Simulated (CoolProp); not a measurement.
Vapour-liquid equilibrium of acetone (1) + water (2) at 350.9 K; x and y are mole fractions of (1).

Values from CoolProp's multi-fluid Helmholtz-energy mixture model, Lemmon 2006 and Wagner 2002; pair parameters Bell 2016.

Give the bubble pressure and the first vapour's composition at x = 0.25, 0.55, 0.75. Is there an azeotrope?

x = 0.25: 160.9 kPa, y = 0.765; x = 0.55: 175.2 kPa, y = 0.801; x = 0.75: 186.6 kPa, y = 0.854. No azeotrope shows between x = 0.05 and 0.95.

The pair parameters rest on a limited set of measurements; away from them the model extrapolates. With so large a gap from Raoult's law the liquid may split in two, which this calculation doesn't test in full.
